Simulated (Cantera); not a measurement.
## Hydrocarbon pyrolysis for carbon deposition

An isothermal, constant-pressure homogeneous reactor starts with C2H6 : N2 = 1 : 6.9 (molar parts), at 1175 K and 180 Pa.

Model: GRI-Mech 3.0 (53 species, 325 reactions), integrated in Cantera. GRI-Mech 3.0 stops at C3 and has no aromatics, soot or wall deposition, so with more carbon than oxygen in the feed, carbon stays in small species such as C2H2 where larger ones or solid carbon would form. Radical loss at walls, strong at low pressure, is not modelled.

```tsv
t (s)	x C2H6	x H2	x CH3	x CH2	x CH4
1.00e-5	0.127	<1e-12	4.86e-8	<1e-12	8.92e-12
3.30e-5	0.127	1.06e-12	1.60e-7	<1e-12	9.53e-11
0.000109	0.127	1.17e-11	5.28e-7	<1e-12	1.03e-9
0.000358	0.127	2.49e-10	1.73e-6	<1e-12	1.11e-8
0.00118	0.127	1.12e-8	5.62e-6	1.09e-12	1.20e-7
0.00389	0.127	4.72e-7	1.77e-5	2.63e-11	1.26e-6
0.0128	0.127	1.66e-5	5.00e-5	3.97e-10	1.24e-5
0.0423	0.126	0.000416	0.000122	3.74e-9	0.000105
0.140	0.120	0.00444	0.000359	2.48e-8	0.000978
0.460	0.0935	0.0228	0.000497	4.31e-8	0.00686
1.52	0.0351	0.0630	0.000311	2.69e-8	0.0240
5.00	0.00248	0.0951	6.05e-5	2.41e-9	0.0348
```
x: mole fraction; the columns are a selection and need not sum to one.

Equilibrium at this temperature and pressure: C2H6 3.00e-8, H2 0.198, CH3 3.71e-7, CH2 1.15e-12, CH4 0.00300 (gas phase only).
